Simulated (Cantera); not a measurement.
Input: 1 mol MgSO4, 0.89 mol CO2, equilibrated at 0.0133 bar.

Cantera equilibrium calculation (NASA polynomials, part measured and part estimated; ideal gas, pure solids and liquids). Candidate condensed phases: C, Mg, MgCO3, MgO, MgS, MgSO4, S; 26 gas species. Equilibrium is a limit: real reactors are often held back by kinetics, nucleation or transport. All values below are at 1452 °C.

Base state: SO2 0.418, CO2 0.372, O2 0.209, CO 0.000643, SO3 0.000305, O 0.000230, SO 6.53e-5 (mole fractions); condensed: MgO(s).

Task: What changes in the equilibrium state with this change: MgSO4 replaced by Ca(OH)2?

Result: 
```csv
species,before,after
H2O,0,0.524
CO2,0.372,0.463
CO,0.000643,0.00602
SO2,0.418,0
O2,0.209,0.00371
H2,0,0.00194
OH,0,0.00106
SO3,0.000305,0
"MgO(s), mol",1.00,0
"CaO(s), mol",0,1.000
```
Further candidate phases: C6H6, C7H8, C8H18, Ca, CaCO3, CaO, Ca(OH)2, H2O.
